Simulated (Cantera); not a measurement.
An isothermal, constant-pressure homogeneous reactor starts with NH₃ : H₂ = 1.7 : 0.25 (molar parts), at 1525 K and 0.0290 bar.

Cantera simulation using the gas-phase N/H chemistry of the illustrative SiF4/NH3 mechanism in the Surface Chemkin manual (1991); the numbers are that mechanism's predictions, not measurements. Walls and surfaces, which speed up NH3 decomposition in real reactors, are not modelled.

Q: Predict: x(NH₃) at 200 s; x(H₂) at 200 s; x(N₂) at 200 s; x(NH) at 200 s; x(NH₂) at 200 s; x(N₂H₂) at 200 s.

A: 
- x(NH₃) at 200 s = 0.398 (gas-phase equilibrium 5.33e-7)
- x(H₂) at 200 s = 0.475 (gas-phase equilibrium 0.767)
- x(N₂) at 200 s = 0.127 (gas-phase equilibrium 0.233)
- x(NH) at 200 s = 2.44e-7 (gas-phase equilibrium 2.76e-12)
- x(NH₂) at 200 s = 4.99e-5 (gas-phase equilibrium 1.92e-10)
- x(N₂H₂) at 200 s = 2.81e-7 (gas-phase equilibrium <1e-12)
